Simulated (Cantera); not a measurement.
An adiabatic, constant-pressure homogeneous reactor starts with CH3OH : O2 : N2 = 1 : 1 : 3.76 (molar parts), at 1348 K and 10.0 bar. Integrator tolerance rtol = 1e-08.

Detailed kinetics in Cantera: GRI-Mech 3.0 (53 species, 325 reactions). GRI-Mech 3.0 was tuned for natural gas; its chemistry of methanol as a main component is partial and can be far from experiment.

**Question.** What does this change do: initial temperature 1348 to 1698 K?

**Answer.** 
```json
[
 {"quantity": "time of steepest temperature rise", "before": "0.152 ms", "after": "5.39 µs"},
 {"quantity": "temperature at 7.00 s", "before": "2731 K", "after": "2938 K"},
 {"quantity": "equilibrium temperature", "before": "2731 K", "after": "2938 K"},
 {"quantity": "x(CH3OH) at 7.00 s", "before": "<1e-12 (gas-phase equilibrium <1e-12)", "after": "<1e-12 (gas-phase equilibrium <1e-12)"},
 {"quantity": "x(O2) at 7.00 s", "before": "0.000453 (gas-phase equilibrium 0.000453)", "after": "0.00186 (gas-phase equilibrium 0.00186)"},
 {"quantity": "x(O) at 7.00 s", "before": "0.000278 (gas-phase equilibrium 0.000278)", "after": "0.00125 (gas-phase equilibrium 0.00125)"},
 {"quantity": "x(H2O) at 7.00 s", "before": "0.232 (gas-phase equilibrium 0.232)", "after": "0.221 (gas-phase equilibrium 0.221)"},
 {"quantity": "x(N2O) at 7.00 s", "before": "1.92e-7 (gas-phase equilibrium 1.92e-7)", "after": "5.16e-7 (gas-phase equilibrium 5.16e-7)"}
]
```

**Question.** What does this change do: pressure from 10.0 bar to 5.00 bar?

**Answer.** 
```
quantity                                                              before                                      after
---------------------------------  -----------------------------------------  -----------------------------------------
time of steepest temperature rise                                   0.152 ms                                   0.260 ms
temperature at 7.00 s                                                 2731 K                                     2707 K
equilibrium temperature                                               2731 K                                     2707 K
x(CH3OH) at 7.00 s                     <1e-12 (gas-phase equilibrium <1e-12)      <1e-12 (gas-phase equilibrium <1e-12)
x(O2) at 7.00 s                    0.000453 (gas-phase equilibrium 0.000453)  0.000716 (gas-phase equilibrium 0.000716)
x(O) at 7.00 s                     0.000278 (gas-phase equilibrium 0.000278)  0.000447 (gas-phase equilibrium 0.000447)
x(H2O) at 7.00 s                         0.232 (gas-phase equilibrium 0.232)        0.229 (gas-phase equilibrium 0.229)
x(N2O) at 7.00 s                     1.92e-7 (gas-phase equilibrium 1.92e-7)    1.64e-7 (gas-phase equilibrium 1.64e-7)
```
